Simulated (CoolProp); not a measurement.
The numbers come from the reference Helmholtz-energy equation of state, Setzmann 1991 in CoolProp.

Problem. For methane, give the phase and the cp (kJ/(kg K)) at -133.65 °C and 1.01 bar; -70.05 °C and 1.01 bar.

Solution. 
- -133.65 °C and 1.01 bar: gas; cp 2.13
- -70.05 °C and 1.01 bar: gas; cp 2.11
